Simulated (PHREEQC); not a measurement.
Make-up at 25 °C: 0.0029 mol Al2(SO4)3, 0.00014 mol NaHCO3 and 0.28 mol Na2SO4 per kg of water. Closed to the air; pH follows from the charge balance.

Equilibrium calculation in PHREEQC: ion-association model, phreeqc.dat.

Precipitation was switched off in this run.

Order these Al species by the share of Al that they hold, largest first: Al(SO4)2-, AlOH+2, AlSO4+, Al+3, Al(OH)2+.

Al(SO4)2- (50 %), AlSO4+ (45 %), Al+3 (3.3 %), AlOH+2 (1.7 %), Al(OH)2+ (0.57 %)

The pH is 5.14 and the ionic strength 0.668 mol/kgw. Saturation is exceeded, for instance for Gibbsite (slow to form); the values hold only as long as no solid forms. Species that the database lacks are ignored.
